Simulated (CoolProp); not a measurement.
Vapour-liquid equilibrium of toluene (1) + n-decane (2) at 182.05 °C; x and y are mole fractions of (1).

The numbers come from the multi-fluid Helmholtz-energy mixture model, Lemmon 2006 and Lemmon 2006; pair parameters Bell 2016 in CoolProp.

| x | bubble pressure (kPa) | y at the bubble point | dew pressure at overall composition x (kPa) | liquid density (mol/L) |
|---|---|---|---|---|
| 0.05 | 142.6 | 0.168 | 128.6 | 4.294 |
| 0.15 | 183.6 | 0.410 | 140.3 | 4.509 |
| 0.25 | 226.3 | 0.570 | 154.3 | 4.744 |
| 0.35 | 269.4 | 0.680 | 171.4 | 5.000 |
| 0.45 | 311.9 | 0.760 | 192.7 | 5.282 |
| 0.55 | 353.5 | 0.821 | 220.1 | 5.596 |
| 0.65 | 394.4 | 0.871 | 256.2 | 5.946 |
| 0.75 | 434.8 | 0.913 | 305.9 | 6.341 |
| 0.85 | 475.5 | 0.950 | 376.3 | 6.789 |
| 0.95 | 517.0 | 0.984 | 475.9 | 7.303 |

No azeotrope shows between x = 0.05 and 0.95.

Pair parameters are fitted to limited data, so mixtures are less certain than the pure fluids. The gap from Raoult's law changes sign with composition, which may be real or a fault of the pair parameters; it wasn't checked against measurements.
